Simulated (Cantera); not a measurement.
Input (Python, Cantera) and output of one run.

```python
import numpy as np
import cantera as ct

gas_names = """
    C CO CO2 C2 C2O C3 C3O2 C4 C5 O O2 O3 Pb PbO Pb2
""".split()
cond_names = """
    C(gr) Pb(cr) Pb(L) PbO(rd) PbO(yw) PbO(L) PbO2(s) Pb3O4(s)
""".split()


# ... load() reads the species with a 1 bar reference pressure and builds the phases ...
atoms = {
    'PbO': {'Pb': 1, 'O': 1},
    'CO': {'C': 1, 'O': 1},
}
top_T = {'C(gr)': 4500, 'Pb3O4(s)': 820}  # K; cautious upper limits of use, not melting points


# ... equilibrate(T, P, feed) seeds the gas with the atoms and calls Mixture.equilibrate('TP', solver="vcs", rtol=1e-11, max_steps=5000) ...
results = []
P = 13332.2  # Pa
for T in [1123, 1198, 1273, 1348, 1423, 1498, 1573, 1648, 1723, 1798, 1873, 1948, 2023, 2098]:
    for m in [2, 2.4, 2.9, 3.5, 4.3, 5.2, 6.3, 7.6, 9.3, 11]:
        feed = {'PbO': 1, 'CO': m}  # mol
        mix = equilibrate(T, P, feed)
        results.append((T, P, feed, dict(zip(mix.species_names, mix.species_moles))))

for T, P, feed, n in results:
    print(f"{T:7g} {feed['CO']:10.4g}  " + (" + ".join(c for c in cond_names if n.get(c, 0) > 1e-12) or "gas only"))
```

Result:

```
   1123          2  Pb(L)
   1123        2.4  Pb(L)
   1123        2.9  Pb(L)
   1123        3.5  Pb(L)
   1123        4.3  Pb(L)
   1123        5.2  Pb(L)
   1123        6.3  Pb(L)
   1123        7.6  Pb(L)
   1123        9.3  Pb(L)
   1123         11  Pb(L)
   1198          2  Pb(L)
   1198        2.4  Pb(L)
   1198        2.9  Pb(L)
   1198        3.5  Pb(L)
   1198        4.3  Pb(L)
   1198        5.2  Pb(L)
   1198        6.3  Pb(L)
   1198        7.6  Pb(L)
   1198        9.3  Pb(L)
   1198         11  Pb(L)
   1273          2  Pb(L)
   1273        2.4  Pb(L)
   1273        2.9  Pb(L)
   1273        3.5  Pb(L)
   1273        4.3  Pb(L)
   1273        5.2  Pb(L)
   1273        6.3  Pb(L)
   1273        7.6  Pb(L)
   1273        9.3  Pb(L)
   1273         11  Pb(L)
   1348          2  Pb(L)
   1348        2.4  Pb(L)
   1348        2.9  Pb(L)
   1348        3.5  Pb(L)
   1348        4.3  Pb(L)
   1348        5.2  Pb(L)
   1348        6.3  Pb(L)
   1348        7.6  Pb(L)
   1348        9.3  Pb(L)
   1348         11  Pb(L)
   1423          2  Pb(L)
   1423        2.4  Pb(L)
   1423        2.9  Pb(L)
   1423        3.5  Pb(L)
   1423        4.3  Pb(L)
   1423        5.2  Pb(L)
   1423        6.3  Pb(L)
   1423        7.6  Pb(L)
   1423        9.3  Pb(L)
   1423         11  gas only
   1498          2  Pb(L)
   1498        2.4  Pb(L)
   1498        2.9  Pb(L)
   1498        3.5  Pb(L)
   1498        4.3  Pb(L)
   1498        5.2  gas only
   1498        6.3  gas only
   1498        7.6  gas only
   1498        9.3  gas only
   1498         11  gas only
   1573          2  gas only
   1573        2.4  gas only
   1573        2.9  gas only
   1573        3.5  gas only
   1573        4.3  gas only
   1573        5.2  gas only
   1573        6.3  gas only
   1573        7.6  gas only
   1573        9.3  gas only
   1573         11  gas only
   1648          2  gas only
   1648        2.4  gas only
   1648        2.9  gas only
   1648        3.5  gas only
   1648        4.3  gas only
   1648        5.2  gas only
   1648        6.3  gas only
   1648        7.6  gas only
   1648        9.3  gas only
   1648         11  gas only
   1723          2  gas only
   1723        2.4  gas only
   1723        2.9  gas only
   1723        3.5  gas only
   1723        4.3  gas only
   1723        5.2  gas only
   1723        6.3  gas only
   1723        7.6  gas only
   1723        9.3  gas only
   1723         11  gas only
   1798          2  gas only
   1798        2.4  gas only
   1798        2.9  gas only
   1798        3.5  gas only
   1798        4.3  gas only
   1798        5.2  gas only
   1798        6.3  gas only
   1798        7.6  gas only
   1798        9.3  gas only
   1798         11  gas only
   1873          2  gas only
   1873        2.4  gas only
   1873        2.9  gas only
   1873        3.5  gas only
   1873        4.3  gas only
   1873        5.2  gas only
   1873        6.3  gas only
   1873        7.6  gas only
   1873        9.3  gas only
   1873         11  gas only
   1948          2  gas only
   1948        2.4  gas only
   1948        2.9  gas only
   1948        3.5  gas only
   1948        4.3  gas only
   1948        5.2  gas only
   1948        6.3  gas only
   1948        7.6  gas only
   1948        9.3  gas only
   1948         11  gas only
   2023          2  gas only
   2023        2.4  gas only
   2023        2.9  gas only
   2023        3.5  gas only
   2023        4.3  gas only
   2023        5.2  gas only
   2023        6.3  gas only
   2023        7.6  gas only
   2023        9.3  gas only
   2023         11  gas only
   2098          2  gas only
   2098        2.4  gas only
   2098        2.9  gas only
   2098        3.5  gas only
   2098        4.3  gas only
   2098        5.2  gas only
   2098        6.3  gas only
   2098        7.6  gas only
   2098        9.3  gas only
   2098         11  gas only
```

Equilibrium computed with Cantera from the NASA thermochemical tables; the gas is ideal and each condensed phase is pure.
